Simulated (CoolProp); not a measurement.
A closed Brayton cycle with carbon dioxide: compressor inlet 325.15 K and 7.5 MPa, high pressure 22.5 MPa, turbine inlet 745 K, compressor efficiency 0.85, turbine efficiency 0.85, recuperator effectiveness 0.95 (on enthalpy, no pinch check). Each further row changes one setting.

The numbers come from the reference Helmholtz-energy equation of state, Span 1996 in CoolProp.

```
case                           thermal efficiency (%)  net work (kJ/kg)  compressor to turbine work  compressor exit (K)  turbine exit (K)
-----------------------------  ----------------------  ----------------  --------------------------  -------------------  ----------------
as stated                                        28.6              58.2                        0.51                422.3             628.5
turbine inlet 695 K                               ___              48.5                        0.56                422.3               ___
compressor inlet 335.15 K                         ___               ___                        0.57                437.3             628.5
high pressure 19.1 MPa                            ___              52.7                        0.49                  ___               ___
recuperator effectiveness 0.5                     ___              58.2                        0.51                422.3             628.5
```

What belongs in the gaps?


- turbine inlet 695 K, thermal efficiency (%): 25.4
- turbine inlet 695 K, turbine exit (K): 582.6
- compressor inlet 335.15 K, thermal efficiency (%): 26.6
- compressor inlet 335.15 K, net work (kJ/kg): 51.9
- high pressure 19.1 MPa, thermal efficiency (%): 29.0
- high pressure 19.1 MPa, compressor exit (K): 407.2
- high pressure 19.1 MPa, turbine exit (K): 645.5
- recuperator effectiveness 0.5, thermal efficiency (%): 18.9
